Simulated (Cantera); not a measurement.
Feed: 1 mol Si, 1.1 mol HCl, 14 mol H₂, at 17.0 bar.

Equilibrium computed with Cantera from the NASA thermochemical tables; the gas is ideal and each condensed phase is pure. Candidate condensed phases: Si; 19 gas species. The tables' values for SiCl₃ are old estimates; treat these amounts as uncertain. Gases not in the tables: Si₂H₆ and higher silanes. The numbers say what is thermodynamically allowed, not how fast it happens.

log p: log10 of the partial pressure in bar; n: condensed amount in mol.

```tsv
T (K)	log p H₂	log p HCl	log p SiHCl₃	log p SiCl₂	log p SiCl₄	log p SiH₂Cl₂	n Si(s)
1075	1.22	-1.06	-0.65	-3.04	-1.02	-1.22	0.666
1125	1.22	-0.91	-0.67	-2.71	-1.04	-1.22	0.674
1175	1.22	-0.78	-0.70	-2.42	-1.06	-1.22	0.685
1225	1.22	…	-0.73	…	-1.10	-1.23	0.698
1275	1.21	-0.56	-0.76	-1.91	-1.14	-1.25	0.712
1325	1.21	…	…	…	…	-1.27	0.728
1375	1.21	-0.38	-0.87	-1.51	-1.27	-1.30	0.744
1425	1.21	-0.31	-0.94	-1.35	-1.36	-1.34	0.759
1475	1.21	-0.25	-1.03	-1.22	-1.47	-1.40	0.774
1525	1.21	-0.21	-1.13	-1.11	-1.60	-1.46	0.787
1575	1.21	-0.17	-1.25	-1.02	-1.75	-1.53	0.797
```

Question: Complete the blanks.

Answer: 
- 1325, log p HCl: -0.46
- 1325, log p SiHCl₃: -0.81
- 1325, log p SiCl₂: -1.70
- 1325, log p SiCl₄: -1.20
- 1225, log p HCl: -0.66
- 1225, log p SiCl₂: -2.15
